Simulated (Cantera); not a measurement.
An isothermal plug-flow reactor at 1048 K and 3.16 atm (inlet), inlet velocity 1.7 m/s, active area per volume 8300 1/m; feed CH4 : O2 : N2 = 0.0021 : 0.12 : 0.79 (molar parts), equivalence ratio 0.035.

Computed with Cantera and Deutschmann's 1995 Pt surface mechanism with GRI-Mech 3.0 gas chemistry. Catalytic surfaces can have several steady states; this one follows from the mechanism file's or the stated starting coverage. Mass transfer to the wall is taken as infinitely fast.

```tsv
quantity	before	after
x(CH4) at z = 0.0034 m	0.000951	0.00227
x(O2) at z = 0.0034 m	0.129	0.125
x(H2O) at z = 0.0034 m	0.00270	0.00658
x(CO2) at z = 0.0034 m	0.00135	0.00329
x(CO) at z = 0.0034 m	5.03e-7	1.21e-6
θ(free Pt) at the exit	0.174	0.176
θ(O*) at the exit	0.824	0.822
θ(OH*) at the exit	0.00135	0.00212
```

What was changed between the two runs?
A. area per volume 8300 to 2500 1/m
B. CH4 0.0021 to 0.0051 parts
C. temperature 1048 to 850 K
D. O2 0.12 to 0.075 parts

B, CH4 0.0021 to 0.0051 parts
